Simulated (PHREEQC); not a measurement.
# Nickel, zinc or cadmium bath

Solution (32 °C): 14 mmol/kgw CdCl2, 0.2 mmol/kgw H3BO3 and 7.5 mmol/kgw HCl. Closed to the air; pH follows from the charge balance.

Equilibrium calculation in PHREEQC: ion-association model, phreeqc.dat.

No solid was allowed to form.

What pH, ionic strength does the model give?

pH 2.19; ionic strength 0.0324 mol/kgw.

In which forms is Cd present?

CdCl+ 54 %, Cd+2 41 %, CdCl2 4.3 % of the Cd.
